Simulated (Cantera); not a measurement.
**Hydrocarbon pyrolysis for carbon deposition**

An isothermal, constant-pressure homogeneous reactor starts with C3H8 : H2 = 1 : 8.4 (molar parts), at 1448 K and 97.5 Torr.

Detailed kinetics in Cantera: GRI-Mech 3.0 (53 species, 325 reactions). GRI-Mech 3.0 was tuned for natural gas; its chemistry of propane as a main component is partial and can be far from experiment. GRI-Mech 3.0 stops at C3 and has no aromatics, soot or wall deposition, so with more carbon than oxygen in the feed, carbon stays in small species such as C2H2 where larger ones or solid carbon would form.

```json
[
 {"t (s)": "4.00e-5", "x C3H8": "0.0956", "x H2": "0.885", "x C2H6": "0.000518", "x CH2": "7.00e-7", "x H": "0.000243"},
 {"t (s)": "0.000124", "x C3H8": "0.0550", "x H2": "0.853", "x C2H6": "0.00264", "x CH2": "1.37e-6", "x H": "0.000480"},
 {"t (s)": "0.000386", "x C3H8": "0.00636", "x H2": "0.815", "x C2H6": "0.00250", "x CH2": "4.81e-7", "x H": "0.000473"},
 {"t (s)": "0.00120", "x C3H8": "0.000208", "x H2": "0.811", "x C2H6": "0.000730", "x CH2": "4.20e-8", "x H": "0.000145"},
 {"t (s)": "0.00372", "x C3H8": "3.53e-6", "x H2": "0.813", "x C2H6": "0.000225", "x CH2": "5.45e-9", "x H": "5.01e-5"},
 {"t (s)": "0.0116", "x C3H8": "8.89e-8", "x H2": "0.814", "x C2H6": "7.79e-5", "x CH2": "1.66e-9", "x H": "2.72e-5"},
 {"t (s)": "0.0359", "x C3H8": "4.45e-8", "x H2": "0.817", "x C2H6": "4.48e-5", "x CH2": "1.14e-9", "x H": "2.28e-5"},
 {"t (s)": "0.111", "x C3H8": "1.59e-8", "x H2": "0.822", "x C2H6": "2.25e-5", "x CH2": "9.04e-10", "x H": "2.10e-5"},
 {"t (s)": "0.346", "x C3H8": "4.94e-9", "x H2": "0.824", "x C2H6": "1.24e-5", "x CH2": "7.69e-10", "x H": "1.97e-5"},
 {"t (s)": "1.07", "x C3H8": "4.47e-9", "x H2": "0.825", "x C2H6": "1.17e-5", "x CH2": "7.56e-10", "x H": "1.98e-5"},
 {"t (s)": "3.34", "x C3H8": "4.30e-9", "x H2": "0.828", "x C2H6": "1.10e-5", "x CH2": "7.35e-10", "x H": "2.02e-5"},
 {"t (s)": "10.4", "x C3H8": "3.90e-9", "x H2": "0.836", "x C2H6": "9.53e-6", "x CH2": "6.85e-10", "x H": "2.13e-5"},
 {"t (s)": "32.2", "x C3H8": "3.35e-9", "x H2": "0.845", "x C2H6": "7.94e-6", "x CH2": "6.12e-10", "x H": "2.30e-5"},
 {"t (s)": "100", "x C3H8": "3.16e-9", "x H2": "0.848", "x C2H6": "7.51e-6", "x CH2": "5.86e-10", "x H": "2.37e-5"}
]
```
x: mole fraction; the columns are a selection and need not sum to one.

Equilibrium at this temperature and pressure: C3H8 3.16e-9, H2 0.848, C2H6 7.50e-6, CH2 5.85e-10, H 2.37e-5 (gas phase only).
